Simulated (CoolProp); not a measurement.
Propane at 293.15 K and 0.521 MPa is compressed adiabatically to 3.81 MPa with isentropic efficiency 0.85. Each further row changes one setting.

Values from CoolProp's reference Helmholtz-energy equation of state, Lemmon 2009.

```csv
case,work (kJ/kg),final temperature (K),final density (kg/m³)
as stated,119,391.6,75.5
efficiency 1,[?],[?],79.7
efficiency 0.65,[?],404.4,[?]
```

Problem. Fill in the missing entries.

Solution. 
- efficiency 1, work (kJ/kg): 101
- efficiency 1, final temperature (K): 385.7
- efficiency 0.65, work (kJ/kg): 155
- efficiency 0.65, final density (kg/m³): 68.5
